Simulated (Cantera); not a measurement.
Input (Python, Cantera) and output of one run.

```python
import numpy as np
import cantera as ct

gas_names = """
    C CH CH2 CH3 CH2OH CH3O CH4 CH3OH CO CO2 COOH C2 C2H CHCO,ketyl C2H2,acetylene C2H2,vinylidene
    CH2CO,ketene C2H3,vinyl CH3CO,acetyl C2H4 C2H4O,ethylen CH3CHO,ethanal CH3COOH (HCOOH)2 C2H5 C2H6
    CH3OCH3 C2H5OH C2O C3 C3H3,propargyl C3H4,allene C3H4,propyne C3H4,cyclo- C3H5,allyl C3H6,propylene
    C3H6,cyclo- C3H6O C3H7,n-propyl C3H7,i-propyl C3H8 C3H8O,1propanol C3H8O,2propanol C3O2 C4 C4H2
    C4H4,1,3-cyclo- C4H6,butadiene C4H6,2-butyne C4H6,cyclo- C4H8,1-butene C4H8,cis2-buten
    C4H8,tr2-butene C4H8,isobutene C4H8,cyclo- (CH3COOH)2 C4H9,n-butyl C4H9,i-butyl C4H9,s-butyl
    C4H9,t-butyl C4H10,isobutane C4H10,n-butane C5 C5H6,1,3cyclo- C5H8,cyclo- C5H10,1-pentene
    C5H10,cyclo- C5H11,pentyl C5H11,t-pentyl C5H12,n-pentane C5H12,i-pentane CH3C(CH3)2CH3 C6H2
    C6H5,phenyl C6H5O,phenoxy C6H6 C6H5OH,phenol C6H10,cyclo- C6H12,1-hexene C6H12,cyclo- C6H13,n-hexyl
    C7H7,benzyl C7H8 C7H8O,cresol C7H14,1-heptene C7H15,n-heptyl C7H16,n-heptane C8H8,styrene
    C8H10,ethylbenz C8H16,1-octene C8H17,n-octyl C8H18,isooctane C8H18,n-octane C9H19,n-nonyl
    C10H8,naphthale C10H21,n-decyl C12H9,o-bipheny C12H10,bipheny H HCO HO2 H2 HCHO,formaldehy HCOOH H2O
    H2O2 O OH O2 O3
""".split()
cond_names = """
    C(gr) C6H6(L) C7H8(L) C8H18(L),n-octa H2O(s) H2O(L)
""".split()


def load(file, names, dense=False):
    # The tables refer to 1 bar. Condensed volumes are neglected.
    table = {s.name: s for s in ct.Species.list_from_file(file)}
    out = []
    for n in names:
        d = dict(table[n].input_data)
        d["thermo"] = dict(d["thermo"], **{"reference-pressure": 1e5})
        if dense:
            d["equation-of-state"] = {"model": "constant-volume", "density": "1e6 g/cm^3"}
        out.append(ct.Species.from_dict(d))
    return out


gas = ct.Solution(thermo="ideal-gas", species=load("nasa_gas.yaml", gas_names))
cond = {s.name: ct.Solution(thermo="fixed-stoichiometry", species=[s], name=s.name)
        for s in load("nasa_condensed.yaml", cond_names, dense=True)}
atoms = {
    'CH3OH': {'C': 1, 'H': 4, 'O': 1},
    'O2': {'O': 2},
}
top_T = {'C(gr)': 4500}  # K; cautious upper limits of use, not melting points


def equilibrate(T, P, feed):
    n = {}
    for name, mol in feed.items():
        for a, k in atoms[name].items():
            n[a] = n.get(a, 0.0) + k * mol
    gas.TPX = T, P, n
    mass = sum(n.values()) * gas.mean_molecular_weight
    gas.equilibrate("TP")
    valid = [c for c in cond.values() if c.min_temp <= T <= top_T.get(c.name, c.max_temp)]
    mix = ct.Mixture([(gas, mass / gas.mean_molecular_weight)] + [(c, 0.0) for c in valid])
    mix.T, mix.P = T, P
    mix.equilibrate("TP", solver="vcs", rtol=1e-11, max_steps=5000)
    return mix


results = []
feed = {'CH3OH': 1, 'O2': 0.12}  # mol
T = 1050  # K
P = 570  # Pa
mix = equilibrate(T, P, feed)
results.append((T, P, feed, dict(zip(mix.species_names, mix.species_moles))))
x = sorted(zip(gas.X, gas.species_names), reverse=True)
print(f"T = {T:g} K  P = {P:g} Pa  gas = {mix.phase_moles(0):.4g} mol")
print("   x: " + "  ".join(f"{s} {v:.3e}" for v, s in x if v > 0.0001))
print("   condensed (mol): " + ("  ".join(f"{mix.phase(i).name} {mix.phase_moles(i):.4g}"
      for i in range(1, mix.n_phases) if mix.phase_moles(i) > 1e-12) or "none"))
```

It prints:

```
T = 1050 K  P = 570 Pa  gas = 3 mol
   x: H2 6.161e-01  CO 3.039e-01  H2O 5.060e-02  CO2 2.940e-02
   condensed (mol): none
```

These are equilibrium values from Cantera (NASA tables, ideal gas, pure condensed phases), not measurements of a reactor.
